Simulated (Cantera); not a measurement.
Pyrogenic steam for wet oxidation

An isothermal, constant-pressure homogeneous reactor starts with H2 : O2 : N2 = 1.2 : 1 : 4.1 (molar parts), at 1375 K and 0.280 bar.

Detailed kinetics in Cantera: the H2/O2 subset of GRI-Mech 3.0, which has no nitrogen chemistry. The temperature is held fixed by assumption; the heat of reaction is taken as removed at once.

```
t (s)         x H2    x O2    x HO2      x OH      x H    x H2O
--------  --------  ------  -------  --------  -------  -------
6.00e-6      0.190   0.159  6.31e-8   1.20e-8  8.76e-8  4.16e-8
1.97e-5      0.190   0.159  2.31e-7   2.74e-7  1.78e-6  1.98e-6
6.44e-5      0.170   0.150  1.43e-5   0.00172   0.0111   0.0139
0.000211    0.0175  0.0758  1.72e-5   0.00735   0.0407    0.159
0.000691   0.00470  0.0705  1.55e-5   0.00357  0.00420    0.200
0.00226   0.000406  0.0700  5.36e-6   0.00101  9.58e-5    0.209
0.00741    3.73e-5  0.0701  7.77e-7  0.000315  2.82e-6    0.210
0.0243     5.93e-6  0.0701  1.46e-7  0.000129  1.92e-7    0.210
0.0795     1.42e-6  0.0702  4.82e-8   6.42e-5  2.35e-8    0.210
0.261      5.58e-7  0.0702  3.46e-8   4.01e-5  5.87e-9    0.211
0.854      4.63e-7  0.0702  3.40e-8   3.63e-5  4.44e-9    0.211
2.80       4.62e-7  0.0702  3.40e-8   3.63e-5  4.43e-9    0.211
9.16       4.62e-7  0.0702  3.40e-8   3.63e-5  4.43e-9    0.211
30.0       4.62e-7  0.0702  3.40e-8   3.63e-5  4.43e-9    0.211
```
x: mole fraction; the columns are a selection and need not sum to one.

Equilibrium at this temperature and pressure: H2 4.62e-7, O2 0.0702, HO2 3.40e-8, OH 3.63e-5, H 4.43e-9, H2O 0.211 (gas phase only).
